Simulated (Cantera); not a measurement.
A perfectly stirred reactor is fed with 15.9 % H2, 17.6 % O2, 66.5 % N2, equivalence ratio 0.45, at 0.970 bar; it is adiabatic with a 673 K inlet, and is followed from long to short residence time, starting on the burning branch (τ in s: 0.026, 0.014, 0.0078, 0.0043, 0.0024, 0.0013, 0.00071, 0.00039, 0.00021, 0.00012, 6.4e-05, 3.5e-05, 1.9e-05).

Computed with Cantera and the H2/O2 subset of GRI-Mech 3.0, which has no nitrogen chemistry.

Question: Predict: blow-out, bracketed by the residence times tried; x(H2) at τ = 26.0 ms; x(O2) at τ = 26.0 ms; x(OH) at τ = 26.0 ms; x(H2O2) at τ = 26.0 ms; x(O) at τ = 26.0 ms; x(H2) at τ = 0.710 ms; x(O2) at τ = 0.710 ms; x(OH) at τ = 0.710 ms; x(H2O2) at τ = 0.710 ms; x(O) at τ = 0.710 ms.

Answer: 
```json
{
 "blow_out_bracketed_by_the_residence_times_tried": "burning at 19.0 µs, the shortest tried",
 "x(H2) at τ = 26.0 ms": "0.000395",
 "x(O2) at τ = 26.0 ms": "0.105",
 "x(OH) at τ = 26.0 ms": "0.00270",
 "x(H2O2) at τ = 26.0 ms": "1.57e-7",
 "x(O) at τ = 26.0 ms": "0.000458",
 "x(H2) at τ = 0.710 ms": "0.00380",
 "x(O2) at τ = 0.710 ms": "0.103",
 "x(OH) at τ = 0.710 ms": "0.00720",
 "x(H2O2) at τ = 0.710 ms": "6.79e-7",
 "x(O) at τ = 0.710 ms": "0.00432"
}
```
